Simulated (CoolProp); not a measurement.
Vapour-liquid equilibrium of CHF3 (R23) (1) + R143a (2) at 0.22 MPa; x and y are mole fractions of (1).

Values from CoolProp's multi-fluid Helmholtz-energy mixture model, Penoncello 2003 and Lemmon and Jacobsen 2000; pair parameters Bell 2016.

| x | bubble temperature (K) | y at the bubble point | dew temperature at overall composition x (K) | liquid density (mol/L) |
|---|---|---|---|---|
| 0.05 | 240.3 | 0.163 | 242.7 | 13.58 |
| 0.15 | 233.9 | 0.423 | 240.6 | 14.19 |
| 0.25 | 228.1 | 0.605 | 238.3 | 14.80 |
| 0.35 | 223.2 | 0.728 | 235.9 | 15.42 |
| 0.45 | 219.1 | 0.812 | 233.1 | 16.04 |
| 0.55 | 215.7 | 0.870 | 230.0 | 16.67 |
| 0.65 | 212.9 | 0.911 | 226.4 | 17.32 |
| 0.75 | 210.5 | 0.943 | 222.2 | 17.99 |
| 0.85 | 208.5 | 0.968 | 216.9 | 18.69 |
| 0.95 | 206.6 | 0.990 | 209.9 | 19.44 |

No azeotrope shows between x = 0.05 and 0.95.

The pair parameters rest on a limited set of measurements; away from them the model extrapolates. The gap from Raoult's law changes sign with composition, which may be real or a fault of the pair parameters; it wasn't checked against measurements.
